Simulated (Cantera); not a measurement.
## Reactions in the system H-Ni-S

Cantera with NASA thermochemical tables; ideal gases at 1 bar, condensed phases pure. Values are per mole of reaction as written; species without (g) are pure solids or liquids, kept so even where they would boil at 1 bar.

H₂(g) + NiS = Ni + H₂S(g)

```csv
T (K),ΔH° (kJ),ΔS° (J/K),ΔG° (kJ),log10 K,condensed phases
300,67.3,51.9,51.8,-9.01,"NiS(s), Ni(s)"
1200,48.0,22.3,21.3,-0.93,"NiS(s), Ni(s)"
1350,14.6,-4.5,20.6,-0.80,"NiS(l), Ni(s)"
1500,11.2,-6.8,21.4,-0.75,"NiS(l), Ni(s)"
1650,8.1,-8.8,22.6,-0.72,"NiS(l), Ni(s)"
1800,22.5,-0.4,23.3,-0.68,"NiS(l), Ni(l)"
1950,19.9,-1.9,23.5,-0.63,"NiS(l), Ni(l)"
2100,17.3,-3.1,23.9,-0.59,"NiS(l), Ni(l)"
2250,14.7,-4.3,24.4,-0.57,"NiS(l), Ni(l)"
2400,12.2,-5.4,25.2,-0.55,"NiS(l), Ni(l)"
2550,9.6,-6.4,26.1,-0.53,"NiS(l), Ni(l)"
2700,7.1,-7.4,27.1,-0.52,"NiS(l), Ni(l)"
```
